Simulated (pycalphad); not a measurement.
Effect of Si content in Mg-Al-Si

All values are pycalphad results on the COST 507 light-alloy database (1999) (1 atm), not direct measurements. The data set is of 1999 and partly superseded. Phase fractions are per mole of atoms.

```json
[
 {"alloy": "Mg-0.26Al-1.75Si (at.%)", "liquidus (°C)": "…", "first solid": "MG2SI", "solidus (°C)": "634", "phases at 327 °C": "…"},
 {"alloy": "Mg-0.26Al-2.34Si (at.%)", "liquidus (°C)": "697", "first solid": "MG2SI", "solidus (°C)": "634", "phases at 327 °C": "HCP_A3 0.93, MG2SI 0.07"},
 {"alloy": "Mg-0.26Al-3.51Si (at.%)", "liquidus (°C)": "742", "first solid": "MG2SI", "solidus (°C)": "633", "phases at 327 °C": "HCP_A3 0.89, MG2SI 0.11"},
 {"alloy": "Mg-0.26Al-9.36Si (at.%)", "liquidus (°C)": "878", "first solid": "MG2SI", "solidus (°C)": "632", "phases at 327 °C": "HCP_A3 0.72, MG2SI 0.28"}
]
```

Problem. What belongs in the gaps?

Solution. 
- Mg-0.26Al-1.75Si (at.%), liquidus (°C): 667
- Mg-0.26Al-1.75Si (at.%), phases at 327 °C: HCP_A3 0.95, MG2SI 0.05

Database names, with the compositions (at.%) that they take in these runs: MG2SI: Mg 67 Si 33. HCP_A3 is hcp.
